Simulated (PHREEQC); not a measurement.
## Acid mine or pickling water: an equilibrium model

Synthetic water in mmol/kgw, 25 °C, pH 2.9, pe 10.2:

| constituent | mmol/kgw |
|---|---|
| Na | 0.0868 |
| K | 1.22 |
| Ca | 2.17 |
| Mg | 0.293 |
| Cl | 1.12 |
| S(6) | 3.99 |
| Fe(3) | 0.00878 |

Valence states are taken as typed.

The numbers come from PHREEQC with the ion-association model, phreeqc.dat.

Each row changes one thing in this solution. This is a speciation only: nothing precipitates in the calculation.

```
case                                               ionic strength (mol/kgw)  SO4-2 (mol/kgw)  Ca+2 (mol/kgw)  CaSO4 (mol/kgw)  HSO4- (mol/kgw)  Mg+2 (mol/kgw)  SI of Gypsum (CaSO4:2H2O)  SI of Jarosite-K (KFe3(SO4)2(OH)6)
-------------------------------------------------  ------------------------  ---------------  --------------  ---------------  ---------------  --------------  -------------------------  ----------------------------------
as made                                                              0.0124          0.00320         0.00175         0.000412         0.000281        0.000223                      -1.05                               -1.66
temperature from 25 to 90 °C at the same typed pH                    0.0109          0.00231         0.00174         0.000412          0.00109      (withheld)                      -1.01                               -1.27
S(6) from 3.99 to 7.98 mmol/kgw                                  (withheld)       (withheld)         0.00153       (withheld)       (withheld)        0.000189                      -0.87                               -1.83
```

Q: Fill in the missing entries.

A: 
- temperature from 25 to 90 °C at the same typed pH, Mg+2 (mol/kgw): 0.000160
- S(6) from 3.99 to 7.98 mmol/kgw, ionic strength (mol/kgw): 0.0189
- S(6) from 3.99 to 7.98 mmol/kgw, SO4-2 (mol/kgw): 0.00665
- S(6) from 3.99 to 7.98 mmol/kgw, CaSO4 (mol/kgw): 0.000632
- S(6) from 3.99 to 7.98 mmol/kgw, HSO4- (mol/kgw): 0.000549

Some of these states are supersaturated (in Hematite (slow to form), Goethite (slow to form), for instance). At this temperature some constants are extrapolated from 25 °C, and those without enthalpy data are left unchanged.
